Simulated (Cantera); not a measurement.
Charge: 1 mol Si, 1.7 mol Cl2, 47 mol H2, equilibrated at 100000 Pa.

These are equilibrium values from Cantera (NASA tables, ideal gas, pure condensed phases), not measurements of a reactor. Candidate condensed phases: Si; 19 gas species. Equilibrium is a limit: real reactors are often held back by kinetics, nucleation or transport.

Over these rows the condensed part is Si(s). Partial pressures as log10 of bar:

```json
[
 {"T (K)": "1023", "1000/T (1/K)": "0.9775", "log p SiCl2": "-3.96", "log p H2": "-0.01", "log p HCl": "-2.11"},
 {"T (K)": "1098", "1000/T (1/K)": "0.9107", "log p SiCl2": "-3.44", "log p H2": "-0.01", "log p HCl": "-1.88"},
 {"T (K)": "1173", "1000/T (1/K)": "0.8525", "log p SiCl2": "-3.00", "log p H2": "-0.02", "log p HCl": "-1.69"},
 {"T (K)": "1248", "1000/T (1/K)": "0.8013", "log p SiCl2": "?", "log p H2": "-0.02", "log p HCl": "-1.54"},
 {"T (K)": "1323", "1000/T (1/K)": "0.7559", "log p SiCl2": "-2.41", "log p H2": "-0.02", "log p HCl": "-1.43"},
 {"T (K)": "1398", "1000/T (1/K)": "0.7153", "log p SiCl2": "-2.24", "log p H2": "-0.02", "log p HCl": "-1.37"}
]
```

### Question
Fit log p(SiCl2) = a + b·(1000/T) to the five rows, give the apparent enthalpy, and predict the row at 1248 K.

### Answer
Means: 1000/T = 0.8424, log p = -3.010. Sxy = -0.307380, Sxx = 0.0466556, so b = -6.59 and a = -3.010 − (-6.59)×0.8424 = 2.54.
Apparent enthalpy: −19.145 × (-6.59) = 126 kJ/mol. With the condensed phases at unit activity, Si(s) + 2 HCl(g) = SiCl2(g) + H2(g) links this pressure to the main gases: over the six rows their terms move log p by +1.49 in all, so the slope isn't that reaction's ΔH° alone. The five rows lie within 0.08 of the line.
Prediction at 1248 K: 2.54 + (-6.59)×0.8013 = -2.74. The computed value is -2.66, 0.08 from the line.
